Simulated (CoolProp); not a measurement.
Vapour-liquid equilibrium of methanol (1) + dimethyl carbonate (2) at 0.0101 MPa; x and y are mole fractions of (1).

The numbers come from the multi-fluid Helmholtz-energy mixture model, de Reuck 1993 and Zhou 2011; pair parameters Bell 2016 in CoolProp.

| x | bubble temperature, mixture model (K) | bubble temperature, Raoult's law (K) | y, mixture model | y, Raoult's law |
|---|---|---|---|---|
| 0.05 | 298.4 | 303.4 | … | 0.110 |
| 0.15 | 292.2 | 301.0 | 0.530 | 0.292 |
| 0.25 | 289.4 | 298.9 | … | 0.438 |
| 0.35 | … | 297.1 | … | 0.557 |
| 0.45 | 287.4 | 295.4 | 0.694 | 0.656 |
| 0.55 | 287.0 | 293.9 | … | 0.740 |
| 0.65 | 286.8 | 292.6 | 0.732 | 0.812 |
| 0.75 | 286.7 | 291.3 | 0.759 | 0.875 |
| 0.85 | 286.8 | 290.1 | 0.807 | 0.930 |
| 0.95 | 287.6 | 289.0 | 0.908 | 0.978 |

**Question.** Fill in the missing entries.

**Answer.** 
- 0.05, y, mixture model: 0.294
- 0.25, y, mixture model: 0.622
- 0.35, bubble temperature, mixture model (K): 288.1
- 0.35, y, mixture model: 0.668
- 0.55, y, mixture model: 0.713

The largest gap from Raoult's law is -9.5 K in bubble temperature, at x = 0.25. y crosses x between x = 0.75 and 0.85: the model has an azeotrope there.

Pair parameters are fitted to limited data, so mixtures are less certain than the pure fluids.
